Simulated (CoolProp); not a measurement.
A closed Brayton cycle with dry air: compressor inlet 308.15 K and 0.16 MPa, high pressure 0.48 MPa, turbine inlet 860 K, compressor efficiency 0.89, turbine efficiency 0.85, recuperator effectiveness 0 (on enthalpy, no pinch check). Each further row changes one setting.

Values from CoolProp's reference Helmholtz-energy equation of state, Lemmon 2000. It is a pseudo-pure fit of the blend.

| case | thermal efficiency (%) | net work (kJ/kg) | compressor to turbine work | compressor exit (K) | turbine exit (K) |
|---|---|---|---|---|---|
| as stated | 16.0 | 72.2 | 0.64 | 435.1 | 676.4 |
| turbine inlet 810 K | 15.2 | 60.3 | 0.68 | 435.1 | ___ |
| compressor inlet 318.15 K | 15.5 | 68.1 | ___ | ___ | 676.4 |
| high pressure 0.408 MPa | ___ | 67.7 | 0.61 | ___ | ___ |
| recuperator effectiveness 0.5 | 22.1 | 72.2 | 0.64 | 435.1 | 676.4 |

### Question
What belongs in the gaps?

### Answer

- turbine inlet 810 K, turbine exit (K): 635.6
- compressor inlet 318.15 K, compressor to turbine work: 0.66
- compressor inlet 318.15 K, compressor exit (K): 449.1
- high pressure 0.408 MPa, thermal efficiency (%): 14.3
- high pressure 0.408 MPa, compressor exit (K): 413.9
- high pressure 0.408 MPa, turbine exit (K): 700.7
